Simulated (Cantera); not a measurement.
A closed system holds: 1 mol c-C4F8, 0.8 mol F2, at 2673.15 K and 1.10 mbar.

Method: chemical equilibrium by Gibbs-energy minimisation in Cantera with the NASA 1993 tables (ideal gas, pure condensed phases). Candidate condensed phases: C; 13 gas species. The feed counts by its element totals alone. The numbers say what is thermodynamically allowed, not how fast it happens.

Question: What is the equilibrium state?

Answer: 
- x(F): 0.910
- x(CF): 0.0488
- x(CF2): 0.0333
- x(C3): 0.00558
- x(C): 0.00140
- x(C2): 0.000532
- x(C5): 3.36e-5
- x(CF3): 2.98e-5
- x(C4): 6.66e-6
- n(C(graphite)): 3.05 mol
- gas amount: 9.358 mol
